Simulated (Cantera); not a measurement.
Feed: 1 mol MgO, 18 mol Cl2, equilibrated at 74.0 mbar.

These are equilibrium values from Cantera (NASA tables, ideal gas, pure condensed phases), not measurements of a reactor. Candidate condensed phases: Mg, MgCl2, MgO; 11 gas species. The numbers say what is thermodynamically allowed, not how fast it happens. All values below are at 1100 K.

Base state: Cl2 0.966, MgCl2 0.0187, O2 0.00936, Cl 0.00548 (mole fractions); condensed: MgO(s).

### Question
What changes in the equilibrium state with this change: pressure from 74.0 mbar to 1.00 bar?

### Answer
| species | before | after |
|---|---|---|
| Cl2 | 0.966 | 0.968 |
| O2 | 0.00936 | 0.0285 |
| MgCl2 | 0.0187 | 0.00153 |
| Cl | 0.00548 | 0.00149 |
| ClO | 6.99e-6 | 1.22e-5 |
| MgO(s), mol | 0.659 | 0 |
| MgCl2(l), mol | 0 | 0.973 |
